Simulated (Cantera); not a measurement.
**Low-pressure radical oxidation in H2/O2**

An isothermal, constant-pressure homogeneous reactor starts with 2.61 % H₂, 97.4 % O₂, at 1073 K and 9.00 Torr.

Detailed kinetics in Cantera: GRI-Mech 3.0 (53 species, 325 reactions). Radical loss at walls, strong at low pressure, is not modelled.

```tsv
t (s)	x H₂	x O₂	x O	x H₂O	x H	x OH	x H₂O₂
8.00e-6	0.0261	0.974	<1e-12	<1e-12	1.09e-11	<1e-12	<1e-12
2.87e-5	0.0261	0.974	5.73e-12	<1e-12	3.55e-11	5.54e-12	<1e-12
0.000103	0.0261	0.974	5.92e-11	1.14e-11	9.85e-11	5.25e-11	<1e-12
0.000368	0.0261	0.974	5.39e-10	3.15e-10	2.98e-10	3.82e-10	<1e-12
0.00132	0.0261	0.974	1.10e-8	1.29e-8	3.72e-9	6.37e-9	<1e-12
0.00473	0.0260	0.974	4.69e-5	6.27e-5	1.53e-5	2.66e-5	1.28e-10
0.0169	0.000277	0.957	0.0150	0.0240	0.00266	0.00119	4.65e-8
0.0607	0.000118	0.966	0.00696	0.0255	0.000797	0.000779	4.46e-8
0.217	2.25e-5	0.972	0.00134	0.0262	6.65e-5	0.000340	3.94e-8
0.779	2.32e-6	0.973	0.000143	0.0264	2.33e-6	0.000112	2.27e-8
2.79	2.39e-7	0.973	1.53e-5	0.0265	8.16e-8	3.66e-5	7.88e-9
10.0	3.28e-8	0.974	2.17e-6	0.0265	4.36e-9	1.38e-5	2.08e-9
```
x: mole fraction; the columns are a selection and need not sum to one.

Equilibrium at this temperature and pressure: H₂ 1.64e-10, O₂ 0.974, O 1.13e-8, H₂O 0.0265, H 1.65e-12, OH 9.95e-7, H₂O₂ 1.93e-11 (gas phase only).
